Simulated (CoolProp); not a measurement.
Nitrogen along the isobar 10.4 bar: fugacity coefficient from the reference equation and from simpler models built on Tc = 126.2 K, pc = 33.96 bar, ω = 0.037; each cubic takes its own stable root.

The numbers come from the reference Helmholtz-energy equation of state, Span 2000 in CoolProp.

```csv
T (K),phase,reference
108,gas,0.8403
123.5,gas,0.8931
139,gas,0.9253
154.5,gas,0.9463
170,gas,0.9607
185.5,gas,0.9710
201.1,gas,0.9785
216.6,gas,0.9840
232.1,gas,0.9883
247.6,gas,0.9915
```

Q: How far does each simpler model (Redlich-Kwong, Peng-Robinson) lie from the reference over these 10 states: mean and median of the absolute difference, and the worst?

A: 
- Redlich-Kwong: mean 0.2 %, median 0.2 %, worst -0.3 % at 139 K and 10.4 bar
- Peng-Robinson: mean 0.9 %, median 0.8 %, worst -1.4 % at 123.5 K and 10.4 bar
